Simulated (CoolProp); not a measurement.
Model: reference Helmholtz-energy equation of state, Akasaka 2023, in CoolProp.

Problem. For R1336mzz(E), give the phase and the density (kg/m³), cp (kJ/(kg K)), isothermal compressibility (1/MPa) at 356.1 K and 2110 kPa; 363.8 K and 2110 kPa; 402.3 K and 2110 kPa.

Solution. 
- 356.1 K and 2110 kPa: liquid; density 1120, cp 1.36, isothermal compressibility 0.0130
- 363.8 K and 2110 kPa: liquid; density 1080, cp 1.40, isothermal compressibility 0.0174
- 402.3 K and 2110 kPa: gas; density 161, cp 1.30, isothermal compressibility 0.866
